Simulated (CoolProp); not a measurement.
A single-stage vapour-compression cycle with propane: evaporating at 222.15 K (dew point), condensing at 284.15 K (bubble point), superheat 8 K, subcooling 2 K, compressor efficiency 0.85, no pressure losses. Each further row changes one setting.

Model: reference Helmholtz-energy equation of state, Lemmon 2009, in CoolProp.

```tsv
case	cooling COP	pressure ratio	discharge temperature (K)	refrigerating effect (kJ/kg)	volumetric capacity (kJ/m³)
as stated	2.36	9.73	320.8	304	483
evaporating temperature 227.15 K	…	7.70	317.1	310	613
condensing temperature 279.15 K	2.65	8.44	…	316	503
subcooling 7 K	2.46	9.73	320.8	316	503
superheat 18 K	2.37	9.73	…	318	483
compressor efficiency 0.75	2.09	9.73	329.7	304	483
```

Problem. Fill in the missing entries.

Solution. 
- evaporating temperature 227.15 K, cooling COP: 2.69
- condensing temperature 279.15 K, discharge temperature (K): 314.7
- superheat 18 K, discharge temperature (K): 331.3
